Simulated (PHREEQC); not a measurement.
Solution (25 °C): 0.017 mol/kgw HF and 0.01 mol/kgw NaF. Closed to the air; pH follows from the charge balance.

Computed with PHREEQC (ion-association model, wateq4f.dat).

The pH is 2.99 and the ionic strength is 0.0111 mol/kgw. The total alkalinity comes out as -17.0 meq/kg.

```json
[
 {"species": "HF", "molality": "0.0143", "activity": "0.0143", "log γ": "0.001"},
 {"species": "F-", "molality": "0.0105", "activity": "0.00940", "log γ": "-0.048"},
 {"species": "Na+", "molality": "0.00995", "activity": "0.00894", "log γ": "-0.046"},
 {"species": "H+", "molality": "0.00111", "activity": "0.00101", "log γ": "-0.041"},
 {"species": "HF2-", "molality": "0.000575", "activity": "0.000515", "log γ": "-0.048"},
 {"species": "H2F2", "molality": "0.000531", "activity": "0.000532", "log γ": "0.001"},
 {"species": "NaF", "molality": "4.82e-5", "activity": "4.84e-5", "log γ": "0.001"}
]
```

No solid was allowed to form.
